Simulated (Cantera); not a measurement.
# Adiabatic ignition

An adiabatic, constant-pressure homogeneous reactor starts with CH₄ : O₂ : N₂ = 1 : 3.85 : 14.5 (molar parts), at 1148 K and 15000 Torr.

Model: GRI-Mech 3.0 (53 species, 325 reactions), integrated in Cantera. The pressure lies above the range GRI-Mech 3.0 was tuned for (to about 10 atm).

| t (s) | T (K) | x CH₄ | x O₂ | x C₂H₄ | x NO | x H₂ | x C₂H₂ | x HCN |
|---|---|---|---|---|---|---|---|---|
| 8.00e-6 | 1148 | 0.0517 | 0.199 | <1e-12 | <1e-12 | 3.23e-11 | <1e-12 | <1e-12 |
| 1.88e-5 | 1148 | 0.0517 | 0.199 | <1e-12 | <1e-12 | 1.77e-10 | <1e-12 | <1e-12 |
| 4.43e-5 | 1148 | 0.0517 | 0.199 | 1.21e-11 | <1e-12 | 1.12e-9 | <1e-12 | <1e-12 |
| 0.000104 | 1148 | 0.0517 | 0.199 | 2.35e-10 | <1e-12 | 8.94e-9 | <1e-12 | <1e-12 |
| 0.000245 | 1148 | 0.0517 | 0.199 | 5.56e-9 | <1e-12 | 9.31e-8 | <1e-12 | <1e-12 |
| 0.000577 | 1148 | 0.0516 | 0.199 | 7.13e-8 | <1e-12 | 8.01e-7 | 1.55e-12 | <1e-12 |
| 0.00136 | 1149 | 0.0515 | 0.199 | 6.73e-7 | <1e-12 | 5.76e-6 | 5.99e-11 | <1e-12 |
| 0.00319 | 1179 | 0.0478 | 0.195 | 8.40e-5 | <1e-12 | 0.000289 | 8.55e-8 | <1e-12 |
| 0.00751 | 2224 | <1e-12 | 0.0947 | <1e-12 | 0.000722 | 9.88e-5 | <1e-12 | <1e-12 |
| 0.0177 | 2220 | <1e-12 | 0.0939 | <1e-12 | 0.00232 | 9.71e-5 | <1e-12 | <1e-12 |
| 0.0416 | 2215 | <1e-12 | 0.0926 | <1e-12 | 0.00498 | 9.44e-5 | <1e-12 | <1e-12 |
| 0.0979 | 2209 | <1e-12 | 0.0913 | <1e-12 | 0.00748 | 9.19e-5 | <1e-12 | <1e-12 |
| 0.230 | 2208 | <1e-12 | 0.0910 | <1e-12 | 0.00822 | 9.12e-5 | <1e-12 | <1e-12 |
| 0.542 | 2208 | <1e-12 | 0.0909 | <1e-12 | 0.00825 | 9.12e-5 | <1e-12 | <1e-12 |
| 1.28 | 2208 | <1e-12 | 0.0909 | <1e-12 | 0.00825 | 9.12e-5 | <1e-12 | <1e-12 |
| 3.00 | 2208 | <1e-12 | 0.0909 | <1e-12 | 0.00825 | 9.12e-5 | <1e-12 | <1e-12 |
x: mole fraction; the columns are a selection and need not sum to one.

The time of steepest temperature rise comes out as 3.51 ms and the temperature at 3.00 s is 2208 K. The equilibrium temperature is 2208 K. The x(CH₄) at 3.00 s is <1e-12 (gas-phase equilibrium <1e-12) and the x(O₂) at 3.00 s is 0.0909 (gas-phase equilibrium 0.0909). The x(C₂H₄) at 3.00 s is <1e-12 (gas-phase equilibrium <1e-12).
